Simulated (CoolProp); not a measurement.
Saturated liquid density (kg/m³) of methane: the reference equation beside estimates from Tc = 190.6 K, pc = 4.599 MPa, ω = 0.011.

Computed with CoolProp (reference Helmholtz-energy equation of state, Setzmann 1991).

```json
[
 {"T (K)": "121.2", "reference": "408.1", "van der Waals": "279.8", "Peng-Robinson": "457.3"},
 {"T (K)": "125.4", "reference": "(withheld)", "van der Waals": "275.2", "Peng-Robinson": "448.8"},
 {"T (K)": "129.6", "reference": "394.7", "van der Waals": "270.3", "Peng-Robinson": "439.8"},
 {"T (K)": "133.8", "reference": "387.7", "van der Waals": "265.3", "Peng-Robinson": "(withheld)"},
 {"T (K)": "138", "reference": "380.4", "van der Waals": "260.1", "Peng-Robinson": "(withheld)"},
 {"T (K)": "142.2", "reference": "(withheld)", "van der Waals": "254.6", "Peng-Robinson": "409.9"},
 {"T (K)": "146.4", "reference": "365.0", "van der Waals": "248.8", "Peng-Robinson": "398.7"},
 {"T (K)": "150.6", "reference": "356.7", "van der Waals": "(withheld)", "Peng-Robinson": "386.9"},
 {"T (K)": "154.7", "reference": "348.2", "van der Waals": "236.5", "Peng-Robinson": "374.5"},
 {"T (K)": "158.9", "reference": "338.9", "van der Waals": "229.7", "Peng-Robinson": "360.8"},
 {"T (K)": "163.1", "reference": "328.9", "van der Waals": "(withheld)", "Peng-Robinson": "346.1"},
 {"T (K)": "167.3", "reference": "318.0", "van der Waals": "214.5", "Peng-Robinson": "330.0"},
 {"T (K)": "171.5", "reference": "306.1", "van der Waals": "205.8", "Peng-Robinson": "312.3"},
 {"T (K)": "175.7", "reference": "292.5", "van der Waals": "(withheld)", "Peng-Robinson": "292.5"},
 {"T (K)": "179.9", "reference": "276.6", "van der Waals": "184.9", "Peng-Robinson": "269.6"}
]
```

Problem. Fill in the missing entries.

Solution. 
- 125.4, reference: 401.5
- 133.8, Peng-Robinson: 430.4
- 138, Peng-Robinson: 420.4
- 142.2, reference: 372.9
- 150.6, van der Waals: 242.8
- 163.1, van der Waals: 222.4
- 175.7, van der Waals: 196.1

Absolute difference from the reference over all 15 rows, mean and median: van der Waals 32.1 and 31.9 %, Peng-Robinson 7.5 and 8.5 %.
